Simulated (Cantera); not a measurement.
A closed system holds: 1 mol B2O3, 1.4 mol BCl3, 15 mol N2, 9.8 mol HF, equilibrated at 57.0 mbar.

Method: chemical equilibrium by Gibbs-energy minimisation in Cantera with the NASA 1993 tables (ideal gas, pure condensed phases). Candidate condensed phases: B, BN, B2O3, B3O3H3, H2O, NH4Cl; 75 gas species. Gases not in the tables: H3BO3. Rates play no part. All values below are at 1348 K.

Base state: N2 0.564, HCl 0.158, HF 0.123, BF3 0.0612, H2O 0.0418, BOF 0.0398, B3O3F3 0.00754, HBO2 0.00427 (mole fractions); condensed: gas only.

Question: What changes in the equilibrium state with this change: HF from 9.8 to 5 mol?

Answer: 
| species | before | after |
|---|---|---|
| N2 | 0.564 | 0.683 |
| HCl | 0.158 | 0.191 |
| BF3 | 0.0612 | 0.0468 |
| HF | 0.123 | 0.0293 |
| H2O | 0.0418 | 0.00299 |
| BOF | 0.0398 | 0.0382 |
| (HBO2)3 | 1.16e-5 | 2.76e-7 |
| BOCl | 4.88e-6 | 2.38e-5 |
| HBO2 | 0.00427 | 0.00123 |
| B2O3 | 1.01e-5 | 1.17e-5 |
| B2O3(l), mol | 0 | 0.534 |
The tables' values for BOCl are old estimates; treat these amounts as uncertain.
